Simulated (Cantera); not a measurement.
# Ta2O5 + H2 + H2O (hydrogen reduction and annealing atmospheres)

Charge: 1 mol Ta2O5, 390 mol H2, a varied amount of H2O, held at 10.0 Torr.

Cantera equilibrium calculation (NASA polynomials, part measured and part estimated; ideal gas, pure solids and liquids). Candidate condensed phases: H2O, Ta, Ta2O5; 12 gas species. Mutual solubility and eutectic melting of coexisting phases are not modelled. Condensed phases not in the tables: N, O or C dissolved in the metal. Kinetics and transport are ignored.

Stable condensed phases:

```
T in K \ n(H2O) in mol
         0.24 0.41  0.7  1.2  2.1  3.6  6.1
   2200     A    A    A    B    B    B    B
   2125     A    A    A    B    B    B    B
   2050     A    A    A    B    B    B    B
   1975     A    A    B    B    B    B    B
   1900     A    A    B    B    B    B    B
   1825     A    B    B    B    B    B    B
   1750     B    B    B    B    B    B    B
   1675     B    B    B    B    B    B    B
   1600     B    B    B    B    B    B    B
   1525     B    B    B    B    B    B    B
   1450     B    B    B    B    B    B    B
```

A: Ta + Ta2O5; B: Ta2O5.
